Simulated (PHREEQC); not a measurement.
Solution (25 °C): 0.0015 mol HCl, 0.00079 mol ZnSO4 and 7.6e-05 mol MgSO4 per kg of water. Closed to the air; pH follows from the charge balance.

All values are PHREEQC results (ion-association model, phreeqc.dat), not measurements.

Precipitation was switched off in this run.

Task: What pH, specific conductance, ionic strength does the model give?

Result: pH 2.88; specific conductance 767 µS/cm; ionic strength 0.00451 mol/kgw.

Task: In which forms is Zn present?

Result: Zn+2 91 %, ZnSO4 8.6 % of the Zn.

Complexes and solids missing from the database can't appear.
